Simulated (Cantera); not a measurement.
A closed system holds: 1 mol Fe, 0.015 mol H₂S, 5.2 mol CO, held at 1.40 mbar.

Cantera equilibrium calculation (NASA polynomials, part measured and part estimated; ideal gas, pure solids and liquids). Candidate condensed phases: C, C₆H₆, C₇H₈, C₈H₁₈, Fe, Fe(CO)₅, FeO, Fe(OH)₂, Fe(OH)₃, FeS, FeSO₄, FeS₂, Fe₂O₃, Fe₂(SO₄)₃, Fe₃O₄, H₂O, H₂SO₄, S; 127 gas species. Equilibrium is a limit: real reactors are often held back by kinetics, nucleation or transport.

Problem. Which condensed phases are stable at each of these points (T (K)): 1675, 1700, 1725, 1750, 1775, 1800, 1825, 1850, 1875, 1900, 1925, 1950?

Solution. 
| T (K) | condensed phases | Fe condensed (%) |
|---|---|---|
| 1675 | Fe(δ) | 98.4 |
| 1700 | Fe(δ) | 97.6 |
| 1725 | Fe(δ) | 96.5 |
| 1750 | Fe(δ) | 94.7 |
| 1775 | Fe(δ) | 92.3 |
| 1800 | Fe(δ) | 88.8 |
| 1825 | Fe(l) | 83.9 |
| 1850 | Fe(l) | 77.2 |
| 1875 | Fe(l) | 67.8 |
| 1900 | Fe(l) | 54.8 |
| 1925 | Fe(l) | 36.4 |
| 1950 | Fe(l) | 10.3 |

From 1675 K to 1800 K the condensed part is Fe(δ). From 1825 K to 1950 K the condensed part is Fe(l).
